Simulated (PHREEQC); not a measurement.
Consider water at 20 °C with 59 mmol/kgw HCl and 90 mmol/kgw NiSO4. Closed to the air; pH follows from the charge balance.

The numbers come from PHREEQC with the ion-association model, wateq4f.dat.

No solid was allowed to form.

Estimate the pH, ionic strength.

pH 1.61; ionic strength 0.243 mol/kgw.

In which forms is Cl present?

Cl- 95 %, NiCl+ 4.0 %, NiCl2 0.8 % of the Cl.
